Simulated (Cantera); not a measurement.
**Oxide etching and cleaning by halides: MgO + HCl + H2**

Feed: 1 mol MgO, a varied amount of HCl, 4.8 mol H2, at 0.133 bar.

These are equilibrium values from Cantera (NASA tables, ideal gas, pure condensed phases), not measurements of a reactor. Candidate condensed phases: H2O, Mg, MgCl2, MgO, Mg(OH)2; 22 gas species. Equilibrium is a limit: real reactors are often held back by kinetics, nucleation or transport.

Stable condensed phases:

```
T in °C \ n(HCl) in mol
         9.9  12  15  19  24  30  37  47  58  73
   1625    A   A   A   A   A   A   A   A   A   A
   1525    A   A   A   A   A   A   A   A   A   A
   1425    A   A   A   A   A   A   A   A   A   A
   1325    B   A   A   A   A   A   A   A   A   A
   1225    B   B   B   A   A   A   A   A   A   A
   1125    B   B   B   B   A   A   A   A   A   A
   1025    B   B   B   B   B   B   A   A   A   A
    925    B   B   B   B   B   B   B   B   A   A
    825    B   B   B   B   B   B   B   B   B   B
    725    C   C   C   C   C   C   C   C   C   C
```

A: gas only; B: MgO; C: MgCl2 + MgO.
